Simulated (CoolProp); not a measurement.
A single-stage vapour-compression cycle with the fluid: evaporating at 264.15 K (dew point), condensing at 300.15 K (bubble point), superheat 10 K, subcooling 5 K, compressor efficiency 0.6, no pressure losses. The same conditions are run with several fluids, on thermodynamics alone (safety and materials aside).

Model: reference Helmholtz-energy equation of state of each fluid (R21: Platzer 1990; carbonyl sulfide: Lemmon 2006; C3F8 (R218): Lemmon 2006; ammonia: Gao 2020; R142b: Lemmon 2006; R227EA: Lemmon 2016), in CoolProp. The equations of Platzer and Polt are older, rougher fits.

| fluid | cooling COP | pressure ratio | discharge temperature (K) | refrigerating effect (kJ/kg) | volumetric capacity (kJ/m³) |
|---|---|---|---|---|---|
| R21 | 4.00 | 4.06 | ? | ? | 492 |
| carbonyl sulfide | 3.81 | 2.73 | 370.5 | 245 | 3440 |
| C3F8 (R218) | 3.51 | 2.99 | ? | ? | 1900 |
| ammonia | 3.79 | 3.52 | 415.7 | 1170 | 2780 |
| R142b | 3.98 | 3.53 | 335.2 | 192 | 894 |
| R227EA | 3.79 | 3.51 | 313.1 | 101 | 1100 |

Problem. Fill in the missing entries.

Solution. 
- R21, discharge temperature (K): 366.9
- R21, refrigerating effect (kJ/kg): 223
- C3F8 (R218), discharge temperature (K): 307.3
- C3F8 (R218), refrigerating effect (kJ/kg): 68.1
